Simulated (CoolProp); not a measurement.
Saturation properties of c-C4F8 (RC318).

The numbers come from the reference Helmholtz-energy equation of state, Platzer 1990 in CoolProp. This equation is an older, rougher fit; its heat capacities, sound speeds and derivatives of the liquid may be far off and weren't checked against measurements.

| T (K) | p (MPa) | liquid density (kg/m³) | vapour density (kg/m³) | surface tension (mN/m) | liquid viscosity (µPa s) |
|---|---|---|---|---|---|
| 271 | 0.1184 | 1601 | ___ | 11.4 | 547 |
| 284.2 | 0.1950 | 1553 | 17.77 | 9.79 | 446 |
| 297.4 | 0.3051 | 1501 | 27.39 | 8.26 | 366 |
| 310.6 | 0.4569 | 1446 | 40.82 | 6.79 | 302 |
| 323.8 | ___ | 1386 | 59.34 | 5.38 | 249 |
| 337 | 0.9227 | 1320 | 84.92 | 4.05 | 205 |
| 350.2 | ___ | 1244 | 120.9 | 2.79 | 166 |
| 363.4 | 1.677 | 1150 | ___ | 1.64 | 132 |
| 376.6 | 2.199 | 1019 | 264.0 | 0.642 | 97.4 |

Problem. Fill in the missing entries.

Solution. 
- 271, vapour density (kg/m³): 11.05
- 323.8, p (MPa): 0.6595
- 350.2, p (MPa): 1.258
- 363.4, vapour density (kg/m³): 174.0

It boils at 267.2 K under 1 atm.

Viscosity comes from a separate model (Huber 2003), an estimate that may be off by 10 % or more. Surface tension comes from a separate correlation (Mulero 2012).
